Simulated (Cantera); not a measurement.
Gas-phase reforming

A perfectly stirred reactor is fed with CH₄ : CO₂ : H₂ = 1 : 0.52 : 0.2 (molar parts), at 17.0 bar; it is held at 1773 K, and followed from long to short residence time.

Cantera simulation using GRI-Mech 3.0 (53 species, 325 reactions); the numbers are that mechanism's predictions, not measurements. GRI-Mech 3.0 stops at C3 and has no aromatics, soot or wall deposition, so with more carbon than oxygen in the feed, carbon stays in small species such as C2H2 where larger ones or solid carbon would form. The pressure lies above the range GRI-Mech 3.0 was tuned for (to about 10 atm).

```tsv
τ (s)	x CH₄	x CO₂	x H₂	x H₂O	x CH₂CO	x CH₃
0.43	0.0928	0.00757	0.483	0.0390	1.17e-5	0.000187
0.26	0.0957	0.0102	0.469	0.0519	1.41e-5	0.000195
0.16	0.0987	0.0134	0.453	0.0661	1.73e-5	0.000204
0.099	0.102	0.0171	0.436	0.0813	2.13e-5	0.000214
0.061	0.106	0.0216	0.419	0.0971	2.61e-5	0.000226
0.037	0.111	0.0275	0.400	0.113	3.17e-5	0.000241
0.023	0.119	0.0348	0.383	0.125	3.68e-5	0.000259
0.014	0.131	0.0453	0.365	0.134	4.10e-5	0.000285
0.0087	0.147	0.0596	0.350	0.136	4.28e-5	0.000320
0.0053	0.171	0.0804	0.335	0.130	4.14e-5	0.000368
0.0033	0.203	0.107	0.322	0.117	3.68e-5	0.000427
```
x: mole fraction; the columns are a selection and need not sum to one.
